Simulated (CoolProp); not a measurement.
A single-stage vapour-compression cycle with the fluid: evaporating at 291.15 K (dew point), condensing at 335.15 K (bubble point), superheat 5 K, subcooling 2 K, compressor efficiency 0.6, no pressure losses. The same conditions are run with several fluids, on thermodynamics alone (safety and materials aside).

The numbers come from the reference Helmholtz-energy equation of state of each fluid (trans-2-butene: Lemmon 2005; R365MFC: Lemmon 2016; isohexane: Lemmon 2006; isobutane: Bücker 2006; chlorine: Thol 2021; R124: de Vries 1995) in CoolProp.

| fluid | cooling COP | pressure ratio | discharge temperature (K) | refrigerating effect (kJ/kg) | volumetric capacity (kJ/m³) |
|---|---|---|---|---|---|
| trans-2-butene | 3.33 | 3.51 | 356.3 | 296 | ___ |
| R365MFC | ___ | 4.93 | ___ | 144 | 377 |
| isohexane | 3.34 | ___ | 343.3 | 263 | 196 |
| isobutane | 3.15 | 3.20 | 347.8 | 239 | 1740 |
| chlorine | 3.29 | 2.95 | ___ | 213 | 4300 |
| R124 | 3.11 | 3.41 | 350.6 | 105 | 1960 |

Question: Some entries are withheld; supply them.

Answer: 
- trans-2-butene, volumetric capacity (kJ/m³): 1340
- R365MFC, cooling COP: 3.28
- R365MFC, discharge temperature (K): 342.7
- isohexane, pressure ratio: 5.12
- chlorine, discharge temperature (K): 432.2
